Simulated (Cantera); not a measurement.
**Si + Cl2 + N2 + NF3 (silicon etching in halogen gases)**

Input: 1 mol Si, 4.5 mol Cl2, 0.11 mol N2, 1 mol NF3, held at 1.30 Pa.

Cantera equilibrium calculation (NASA polynomials, part measured and part estimated; ideal gas, pure solids and liquids). Candidate condensed phases: Si, Si3N4; 24 gas species. The tables' values for SiCl3, SiF3 are old estimates; treat these amounts as uncertain. The numbers say what is thermodynamically allowed, not how fast it happens.

From 750 K to 1400 K nothing is condensed. The main Si-bearing gas is SiF4 throughout.

```
T (K)      x Cl   x Cl2  x SiF4    x N2  x SiCl4   x SiCl3    x SiF3   x SiCl2
-----  --------  ------  ------  ------  -------  --------  --------  --------
750    0.000635   0.712   0.134   0.109   0.0445    <1e-12    <1e-12    <1e-12
800     0.00219   0.711   0.134   0.109   0.0445  2.94e-12    <1e-12    <1e-12
850     0.00651   0.707   0.133   0.108   0.0444  3.20e-11  5.31e-12    <1e-12
900      0.0171   0.698   0.133   0.108   0.0442  2.67e-10  5.17e-11    <1e-12
950      0.0404   0.678   0.131   0.107   0.0437   1.78e-9  3.97e-10    <1e-12
1000     0.0861   0.639   0.128   0.104   0.0426   9.86e-9   2.49e-9    <1e-12
1050      0.166   0.571   0.123  0.0997   0.0409   4.67e-8   1.32e-8    <1e-12
1100      0.287   0.467   0.114  0.0931   0.0382   1.95e-7   6.10e-8  1.39e-11
1150      0.441   0.336   0.104  0.0848   0.0347   7.50e-7   2.58e-7  1.77e-10
1200      0.593   0.205  0.0940  0.0765   0.0313   2.79e-6   1.04e-6   2.17e-9
1250      0.708   0.107  0.0864  0.0703   0.0288   1.04e-5   4.21e-6   2.67e-8
1300      0.773  0.0505  0.0820  0.0667   0.0273   3.85e-5   1.68e-5   3.22e-7
1350      0.805  0.0232  0.0798  0.0649   0.0265  0.000137   6.45e-5   3.56e-6
1400      0.820  0.0108  0.0787  0.0641   0.0257  0.000458  0.000231   3.46e-5
```
x: gas mole fraction; nothing condenses.
